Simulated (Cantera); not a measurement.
Charge: 1 mol HMDSO, 0.63 mol N₂O, 140 mol N₂, held at 1375 °C and 1.00 bar.

These are equilibrium values from Cantera (NASA tables, ideal gas, pure condensed phases), not measurements of a reactor. Candidate condensed phases: C, C₆H₆, C₇H₈, C₈H₁₈, H₂O, Si, SiC, SiO₂, Si₂N₂O, Si₃N₄; 151 gas species. The feed counts by its element totals alone. The numbers say what is thermodynamically allowed, not how fast it happens.

Base state: N₂ 0.935, H₂ 0.0599, CO 0.00422, HCN 0.000647, H 2.18e-5, HNC 1.69e-5 (mole fractions); condensed: C(graphite) + Si₂N₂O(s).

**Question.** What changes in the equilibrium state with this change: temperature from 1375 °C to 1677 °C?

**Answer.** 
| species | before | after |
|---|---|---|
| N₂ | 0.935 | 0.928 |
| H₂ | 0.0599 | 0.0578 |
| CO | 0.00422 | 0.0107 |
| HCN | 0.000647 | 0.00279 |
| SiO | 4.38e-6 | 8.84e-5 |
| H | 2.18e-5 | 0.000276 |
| C₂H₂ (acetylene) | 2.69e-6 | 3.16e-5 |
| HNC | 1.69e-5 | 0.000145 |
| C(graphite), mol | 5.27 | 1.94 |
| Si₂N₂O(s), mol | 1.000 | 0 |
| SiC(s), mol | 0 | 1.99 |

**Question.** What changes in the equilibrium state with this change: temperature from 1375 °C to 350 °C?

**Answer.** 
| species | before | after |
|---|---|---|
| N₂ | 0.935 | 0.959 |
| CH₄ | 4.81e-6 | 0.0207 |
| H₂ | 0.0599 | 0.0202 |
| CO | 0.00422 | <1e-9 |
| HCN | 0.000647 | <1e-9 |
| C(graphite), mol | 5.27 | 2.98 |
| Si₂N₂O(s), mol | 1.000 | 0.790 |
| SiO₂(α-quartz), mol | 0 | 0.420 |

**Question.** What changes in the equilibrium state with this change: temperature from 1375 °C to 600 °C?

**Answer.** 
| species | before | after |
|---|---|---|
| N₂ | 0.935 | 0.941 |
| H₂ | 0.0599 | 0.0576 |
| CH₄ | 4.81e-6 | 0.00148 |
| CO | 0.00422 | 1.65e-5 |
| H | 2.18e-5 | <1e-9 |
| HNC | 1.69e-5 | <1e-9 |
| HCN | 0.000647 | 1.17e-7 |
| NH₃ | 5.85e-7 | 2.03e-5 |
| C(graphite), mol | 5.27 | 5.78 |
| Si₂N₂O(s), mol | 1.000 | 0.791 |
| SiO₂(β-quartz), mol | 0 | 0.418 |
